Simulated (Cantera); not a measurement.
**Adiabatic ignition**

An adiabatic, constant-pressure homogeneous reactor starts with H2 : O2 : N2 = 1 : 0.725 : 3.55 (molar parts), equivalence ratio 0.69, at 1125 K and 960000 Pa.

Model: the H2/O2 subset of GRI-Mech 3.0, which has no nitrogen chemistry, integrated in Cantera. The hydrogen kinetics of GRI-Mech 3.0 are dated; newer H2 mechanisms differ, most at raised pressure.

```tsv
t (s)	T (K)	x H2	x O2	x H2O2	x H2O	x OH	x O	x H
6.00e-6	1125	0.190	0.137	1.01e-9	2.10e-8	1.10e-10	2.53e-10	1.22e-9
1.49e-5	1125	0.190	0.137	6.50e-9	6.01e-8	1.31e-10	2.96e-10	1.43e-9
3.69e-5	1125	0.190	0.137	4.10e-8	1.96e-7	2.11e-10	4.39e-10	2.12e-9
9.14e-5	1125	0.190	0.137	2.79e-7	9.71e-7	6.26e-10	1.11e-9	5.37e-9
0.000226	1125	0.190	0.137	3.65e-6	1.27e-5	5.73e-9	8.54e-9	4.13e-8
0.000561	1144	0.187	0.136	0.000388	0.00228	1.04e-6	9.82e-7	4.74e-6
0.00139	2436	0.00134	0.0457	8.28e-7	0.204	0.00655	0.000729	0.000225
0.00345	2436	0.00134	0.0457	8.28e-7	0.204	0.00655	0.000729	0.000225
0.00855	2436	0.00134	0.0457	8.28e-7	0.204	0.00655	0.000729	0.000225
0.0212	2436	0.00134	0.0457	8.28e-7	0.204	0.00655	0.000729	0.000225
0.0525	2436	0.00134	0.0457	8.28e-7	0.204	0.00655	0.000729	0.000225
0.130	2436	0.00134	0.0457	8.28e-7	0.204	0.00655	0.000729	0.000225
0.323	2436	0.00134	0.0457	8.28e-7	0.204	0.00655	0.000729	0.000225
0.800	2436	0.00134	0.0457	8.28e-7	0.204	0.00655	0.000729	0.000225
```
x: mole fraction; the columns are a selection and need not sum to one.

```yaml
time_of_steepest_temperature_rise: 0.621 ms
temperature at 0.800 s: 2436 K
equilibrium_temperature: 2436 K
x(H2) at 0.800 s: 0.00134 (gas-phase equilibrium 0.00134)
x(O2) at 0.800 s: 0.0457 (gas-phase equilibrium 0.0457)
x(H2O2) at 0.800 s: 8.28e-7 (gas-phase equilibrium 8.28e-7)
```
